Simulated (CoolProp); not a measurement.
200 sccm (0 °C, 1 atm) of nitrogen bubbles through liquid ethanol at 314.2 K and leaves saturated at a total pressure of 0.15 MPa (ideal gas phase). Each further row changes one setting.

Model: reference Helmholtz-energy equation of state, Schroeder 2014, in CoolProp.

| case | vapour pressure (kPa) | mole fraction of vapour | delivery (mg/min) | delivery (sccm) | change of delivery for a bath 1 K warmer (%) |
|---|---|---|---|---|---|
| as stated | 18.9 | 0.126 | 59.2 | 28.8 | 6.0 |
| bath temperature 319.2 K | 24.3 | 0.162 | 79.3 | 38.6 | 6.1 |
| total pressure 0.3 MPa | 18.9 | 0.0629 | 27.6 | 13.4 | 5.6 |
